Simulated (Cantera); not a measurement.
Input (Python, Cantera) and output of one run.

```python
import numpy as np
import cantera as ct

gas_names = """
    CO2 O
""".split()
cond_names = """
    Ta(cr) Ta(L) TaC(s) TaC(L)
""".split()


# ... load() reads the species with a 1 bar reference pressure and builds the phases ...
species = {s.name: s for s in load("nasa_gas.yaml", gas_names) + load("nasa_condensed.yaml", cond_names)}
# Each term lists the table entries of one substance; the one whose range holds T is used.
reactions = {
    'CO2(g) + Ta = TaC + 2 O(g)':
        [(-1, ['CO2']), (-1, ['Ta(cr)', 'Ta(L)']), (1, ['TaC(s)', 'TaC(L)']), (2, ['O'])],
}


def pick(names, T):
    return next(species[n] for n in names if species[n].thermo.min_temp <= T <= species[n].thermo.max_temp)


results = []
for label, terms in reactions.items():
    print(label)
    print("     T/K   dH/kJ  dS/(J/K)   dG/kJ   log10 K")
    for T in [300, 900, 1100, 1300, 1500, 1700, 1900, 2100, 2300, 2500, 2700, 2900]:
        used = [(nu, pick(names, T)) for nu, names in terms]
        dH = sum(nu * s.thermo.h(T) for nu, s in used) / 1e6
        dS = sum(nu * s.thermo.s(T) for nu, s in used) / 1e3
        dG = dH - T * dS / 1e3
        logK = -dG * 1e6 / (ct.gas_constant * T * np.log(10))
        results.append((label, T, dH, dS, dG, logK, [s.name for _, s in used]))
        print(f"{T:8g} {dH:8.1f} {dS:8.1f} {dG:8.1f} {logK:8.2f}")
```

Result:

```
CO2(g) + Ta = TaC + 2 O(g)
     T/K   dH/kJ  dS/(J/K)   dG/kJ   log10 K
     300    747.8    109.4    715.0  -124.49
     900    756.6    126.2    643.0   -37.32
    1100    758.7    128.4    617.5   -29.32
    1300    760.7    130.0    591.7   -23.77
    1500    762.6    131.4    565.5   -19.69
    1700    764.5    132.6    539.1   -16.57
    1900    766.3    133.6    512.5   -14.09
    2100    768.2    134.5    485.7   -12.08
    2300    770.0    135.3    458.7   -10.42
    2500    771.8    136.1    431.6    -9.02
    2700    773.5    136.7    404.3    -7.82
    2900    775.1    137.3    376.9    -6.79
```

Cantera with NASA thermochemical tables; ideal gases at 1 bar, condensed phases pure. TaC: taken at fixed stoichiometry. Condensed species are held in their standard states even where they would react or evaporate.
